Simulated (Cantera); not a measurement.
What does this Cantera script print?

```python
import numpy as np
import cantera as ct

gas_names = """
    C CO CO2 C2 C2O C3 C3O2 C4 C5 O O2 O3 Ti TiO TiO2
""".split()
cond_names = """
    C(gr) Ti(a) Ti(b) Ti(L) TiC(s) TiC(L) TiO(a) TiO(b) TiO(L) TiO2(ru) TiO2(L) Ti2O3(a) Ti2O3(b)
    Ti2O3(L) Ti3O5(a) Ti3O5(b) Ti3O5(L) Ti4O7(s) Ti4O7(L)
""".split()


# ... load() reads the species with a 1 bar reference pressure and builds the phases ...
atoms = {
    'Ti': {'Ti': 1},
    'CO2': {'C': 1, 'O': 2},
    'CO': {'C': 1, 'O': 1},
}
top_T = {'C(gr)': 4500}  # K; cautious upper limits of use, not melting points


# ... equilibrate(T, P, feed) seeds the gas with the atoms and calls Mixture.equilibrate('TP', solver="vcs", rtol=1e-11, max_steps=5000) ...
results = []
feed = {'Ti': 1, 'CO2': 0.81, 'CO': 15}  # mol
P = 290  # Pa
for T in [625, 700, 775, 850, 925, 1000, 1075, 1150, 1225, 1300, 1375, 1450]:
    mix = equilibrate(T, P, feed)
    results.append((T, P, feed, dict(zip(mix.species_names, mix.species_moles))))
    x = sorted(zip(gas.X, gas.species_names), reverse=True)
    print(f"T = {T:g} K  P = {P:g} Pa  gas = {mix.phase_moles(0):.4g} mol")
    print("   x: " + "  ".join(f"{s} {v:.3e}" for v, s in x if v > 1e-05))
    print("   condensed (mol): " + ("  ".join(f"{mix.phase(i).name} {mix.phase_moles(i):.4g}"
          for i in range(1, mix.n_phases) if mix.phase_moles(i) > 1e-12) or "none"))
```

Output:

```
T = 625 K  P = 290 Pa  gas = 7.489 mol
   x: CO2 9.522e-01  CO 4.784e-02
   condensed (mol): C(gr) 8.321  TiO2(ru) 1
T = 700 K  P = 290 Pa  gas = 8.368 mol
   x: CO2 7.472e-01  CO 2.528e-01
   condensed (mol): C(gr) 7.442  TiO2(ru) 1
T = 775 K  P = 290 Pa  gas = 11.14 mol
   x: CO 6.876e-01  CO2 3.124e-01
   condensed (mol): C(gr) 4.67  TiO2(ru) 1
T = 850 K  P = 290 Pa  gas = 13.85 mol
   x: CO 9.443e-01  CO2 5.571e-02
   condensed (mol): C(gr) 1.961  TiO2(ru) 1
T = 925 K  P = 290 Pa  gas = 14.5 mol
   x: CO 9.914e-01  CO2 8.569e-03
   condensed (mol): C(gr) 1.314  TiO2(ru) 1
T = 1000 K  P = 290 Pa  gas = 14.6 mol
   x: CO 9.984e-01  CO2 1.640e-03
   condensed (mol): C(gr) 1.214  TiO2(ru) 1
T = 1075 K  P = 290 Pa  gas = 14.61 mol
   x: CO 9.996e-01  CO2 3.938e-04
   condensed (mol): C(gr) 1.196  TiO2(ru) 1
T = 1150 K  P = 290 Pa  gas = 14.87 mol
   x: CO 9.999e-01  CO2 1.144e-04
   condensed (mol): C(gr) 0.9417  Ti4O7(s) 0.25
T = 1225 K  P = 290 Pa  gas = 14.95 mol
   x: CO 1.000e+00  CO2 3.883e-05
   condensed (mol): C(gr) 0.8572  Ti3O5(b) 0.3333
T = 1300 K  P = 290 Pa  gas = 15.53 mol
   x: CO 1.000e+00  CO2 3.303e-05
   condensed (mol): TiC(s) 0.2762  Ti2O3(b) 0.3619
T = 1375 K  P = 290 Pa  gas = 15.53 mol
   x: CO 1.000e+00  CO2 3.120e-05
   condensed (mol): TiC(s) 0.2762  Ti2O3(b) 0.3619
T = 1450 K  P = 290 Pa  gas = 15.53 mol
   x: CO 1.000e+00  CO2 2.965e-05
   condensed (mol): TiC(s) 0.2762  Ti2O3(b) 0.3619
```

Cantera equilibrium calculation (NASA polynomials, part measured and part estimated; ideal gas, pure solids and liquids). Mutual solubility and eutectic melting of coexisting phases are not modelled. TiC: taken at fixed stoichiometry. Condensed phases not in the tables: Magnéli phases beyond Ti4O7.
